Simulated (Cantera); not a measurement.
## CH3F (fluorocarbon and chlorocarbon gases)

Input: 1 mol CH3F, held at 100000 Pa.

These are equilibrium values from Cantera (NASA tables, ideal gas, pure condensed phases), not measurements of a reactor. Candidate condensed phases: C, C6H6, C7H8, C8H18; 95 gas species. Equilibrium is a limit: real reactors are often held back by kinetics, nucleation or transport.

| T (K) | x HF | x H2 | x H | x C2H2 (acetylene) | x CH4 | x CH3 | x F | n C(graphite) |
|---|---|---|---|---|---|---|---|---|
| 1623 | 0.500 | 0.499 | 4.88e-5 | 1.74e-5 | 0.000370 | 7.36e-7 | 3.05e-9 | 0.999 |
| 1723 | 0.500 | 0.499 | 0.000129 | 4.52e-5 | 0.000251 | 1.32e-6 | 1.44e-8 | 0.999 |
| 1823 | 0.500 | 0.499 | 0.000306 | 0.000106 | 0.000178 | 2.20e-6 | 5.73e-8 | 0.999 |
| 1923 | 0.500 | 0.499 | 0.000666 | 0.000225 | 0.000131 | 3.49e-6 | 1.98e-7 | 0.999 |
| 2023 | 0.500 | 0.498 | 0.00134 | 0.000445 | 9.93e-5 | 5.27e-6 | 6.06e-7 | 0.998 |
| 2123 | 0.499 | 0.497 | 0.00253 | 0.000823 | 7.72e-5 | 7.63e-6 | 1.67e-6 | 0.997 |
| 2223 | 0.499 | 0.495 | 0.00451 | 0.00144 | 6.13e-5 | 1.07e-5 | 4.22e-6 | 0.994 |
| 2323 | 0.498 | 0.492 | 0.00764 | 0.00238 | 4.95e-5 | 1.44e-5 | 9.84e-6 | 0.990 |
x: gas mole fraction; n: condensed amount in mol.

From 1623 K to 2323 K the condensed part is C(graphite). The main C-bearing gas is CH4 at 1623 K and C2H2 (acetylene) at 2323 K.
